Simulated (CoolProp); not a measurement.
The numbers come from the reference Helmholtz-energy equation of state, Thol 2018 in CoolProp.

Question: For hydrogen chloride, give the phase and the cv (kJ/(kg K)), speed of sound (m/s), Joule-Thomson coefficient (K/MPa) at 365.4 K and 101 kPa.

Answer: 
- 365.4 K and 101 kPa: gas; cv 0.573, speed of sound 341, Joule-Thomson coefficient 10.00
